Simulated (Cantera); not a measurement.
A freely propagating, adiabatic, planar premixed flame of CH4 : C2H6 : C3H8 : O2 : N2 = 1 : 0.055 : 0.31 : 2.88 : 10.8 (molar parts), unburnt at 498 K and 53000 Pa; mixture-averaged transport, grid criteria slope 0.08 and curve 0.16, no radiation.

Model: GRI-Mech 3.0 (53 species, 325 reactions), integrated in Cantera. GRI-Mech 3.0 was tuned for natural gas; its chemistry of propane as a main component is partial and can be far from experiment. Burning velocities carry a grid error of a few per cent, more on coarse grids.

Problem. How do the results move with these cheaper or finer settings: unity-Lewis-number transport; multicomponent transport; multicomponent+Soret transport; grid criteria slope 0.5, curve 1; grid criteria slope 0.25, curve 0.5; grid criteria slope 0.03, curve 0.06?

Solution. 
| setting | laminar burning velocity | thermal thickness | peak x(HCO) | peak x(CO) | grid points |
|---|---|---|---|---|---|
| as above | 96.3 cm/s | 0.595 mm | 7.46e-5 | 0.0845 | 149 |
| unity-Lewis-number transport | 59.5 cm/s | 0.792 mm | 5.11e-5 | 0.0777 | 143 |
| multicomponent transport | 96.0 cm/s | 0.604 mm | 7.43e-5 | 0.0846 | 149 |
| multicomponent+Soret transport | 95.8 cm/s | 0.596 mm | 7.57e-5 | 0.0844 | 152 |
| grid criteria slope 0.5, curve 1 | 106 cm/s | 0.649 mm | 7.52e-5 | 0.0844 | 43 |
| grid criteria slope 0.25, curve 0.5 | 101 cm/s | 0.618 mm | 7.57e-5 | 0.0845 | 61 |
| grid criteria slope 0.03, curve 0.06 | 95.5 cm/s | 0.589 mm | 7.48e-5 | 0.0845 | 367 |
The base run took around 8 core-seconds (rough).
Unity Lewis numbers drop preferential diffusion, which matters most where H2 and H carry the flame; Soret adds thermal diffusion.
